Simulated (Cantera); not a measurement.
A closed system holds: 1 mol NH₃, 0.19 mol H₂O, 2.1 mol N₂, equilibrated at 2600 Pa.

Method: chemical equilibrium by Gibbs-energy minimisation in Cantera with the NASA 1993 tables (ideal gas, pure condensed phases). Candidate condensed phases: H₂O; 24 gas species. Equilibrium is a limit: real reactors are often held back by kinetics, nucleation or transport.

At 2202 °C, list the 4 most abundant gas species with their mole fractions, and the condensed phases.

N₂ 0.582, H₂ 0.299, H 0.0763, H₂O 0.0399. Condensed: gas only.
